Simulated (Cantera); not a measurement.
Input: 1 mol Si3N4, 12 mol H2, 58 mol N2, at 12.0 mbar.

Method: chemical equilibrium by Gibbs-energy minimisation in Cantera with the NASA 1993 tables (ideal gas, pure condensed phases). Candidate condensed phases: Si, Si3N4; 18 gas species. The tables' values for SiN are old estimates; treat these amounts as uncertain. Gases not in the tables: Si2H6 and higher silanes. The numbers say what is thermodynamically allowed, not how fast it happens.

x: gas mole fraction; n: condensed amount in mol.

```csv
T (K),x N2,x H2,x H,x Si,x Si2N,n Si3N4(s),n Si(l)
1775,0.828,0.171,0.00109,0.000128,7.05e-6,0.996,0
1800,0.828,0.171,0.00135,0.000244,1.60e-5,0.993,0
1825,0.832,0.166,(withheld),(withheld),(withheld),0,2.97
1850,0.832,0.165,0.00200,0.000537,3.14e-5,0,2.95
1875,0.832,0.165,0.00243,0.000755,4.01e-5,0,2.93
1900,0.831,0.165,0.00294,0.00105,5.08e-5,0,2.91
1925,0.831,0.164,0.00354,0.00145,6.41e-5,0,2.88
1950,0.830,0.164,(withheld),(withheld),(withheld),0,2.83
1975,0.829,0.163,0.00505,0.00269,9.99e-5,0,2.77
2000,0.828,0.162,0.00598,0.00363,0.000124,0,2.70
```

Task: Complete the blanks.

Result: 
- 1950, x H: 0.00424
- 1950, x Si: 0.00198
- 1950, x Si2N: 8.02e-5
- 1825, x H: 0.00164
- 1825, x Si: 0.000379
- 1825, x Si2N: 2.44e-5
